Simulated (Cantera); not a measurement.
An isothermal, constant-pressure homogeneous reactor starts with CH4 : H2O = 1 : 0.94 (molar parts), at 2000 K and 15800 Torr.

Computed with Cantera and GRI-Mech 3.0 (53 species, 325 reactions). The pressure lies above the range GRI-Mech 3.0 was tuned for (to about 10 atm).

x: mole fraction; the columns are a selection and need not sum to one.

```
t (s)      x CH4     x H2O  x CH2CO   x C2H2    x C2H4       x O     x CO2
--------  ------  --------  -------  -------  --------  --------  --------
0.000400  0.0567     0.288  9.66e-5    0.119   0.00846         ?   0.00334
0.00139   0.0467     0.213  5.56e-5   0.0892   0.00705         ?   0.00665
0.00480   0.0387     0.123  2.07e-5   0.0496   0.00442         ?   0.00634
0.0167    0.0273    0.0531  6.25e-6   0.0208   0.00203  5.83e-10   0.00342
0.0577    0.0173    0.0168  2.46e-6  0.00753  0.000768  2.00e-10   0.00118
0.200     0.0116   0.00301  1.47e-6  0.00326  0.000339  3.67e-11  0.000216
0.693     0.0102  0.000246  1.28e-6  0.00251  0.000262  3.08e-12   1.78e-5
2.40      0.0102  0.000200  1.27e-6  0.00250  0.000261  2.51e-12   1.44e-5
8.33      0.0102  0.000200  1.27e-6  0.00250  0.000261  2.51e-12   1.44e-5
28.9      0.0102  0.000200  1.27e-6  0.00250  0.000261  2.51e-12   1.44e-5
100       0.0102  0.000200  1.27e-6  0.00250  0.000261  2.51e-12   1.44e-5
```

Problem. Complete the blanks.

Solution. 
- 0.000400, x O: 2.18e-9
- 0.00139, x O: 1.74e-9
- 0.00480, x O: 1.16e-9
